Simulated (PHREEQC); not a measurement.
Solution (25 °C): 0.028 mol ZnBr2 and 7.6e-05 mol Cu(NO3)2 per kg of water. Closed to the air; pH follows from the charge balance.

The numbers come from PHREEQC with the ion-association model, phreeqc.dat.

Each row changes one thing in this solution. This is a speciation only: nothing precipitates in the calculation.

```
case                                         pH  ZnBr+ (mol/kgw)  ZnOH+ (mol/kgw)  ZnBr2 (mol/kgw)
-----------------------------------------  ----  ---------------  ---------------  ---------------
as made                                    5.43         0.000158          4.17e-6          2.09e-6
0.004 mol/kgw CO2 added                    4.17         0.000158          2.28e-7          2.08e-6
temperature from 25 to 50 °C               5.07              [?]              [?]          1.96e-6
Cu(NO3)2 from 7.6e-05 to 0.00038 mol/kgw   5.39         0.000157          3.71e-6          2.08e-6
Cu(NO3)2 from 7.6e-05 to 6.84e-05 mol/kgw  5.44         0.000158          4.18e-6          2.09e-6
0.023 mol/kgw HBr added                    1.72         0.000204              [?]          3.63e-6
Cu(NO3)2 left out                          5.45         0.000158          4.28e-6          2.09e-6
```

### Question
Fill in the missing entries.

### Answer

- temperature from 25 to 50 °C, ZnBr+ (mol/kgw): 0.000151
- temperature from 25 to 50 °C, ZnOH+ (mol/kgw): 1.01e-5
- 0.023 mol/kgw HBr added, ZnOH+ (mol/kgw): 7.61e-10

At this temperature some constants are extrapolated from 25 °C, and those without enthalpy data are left unchanged.
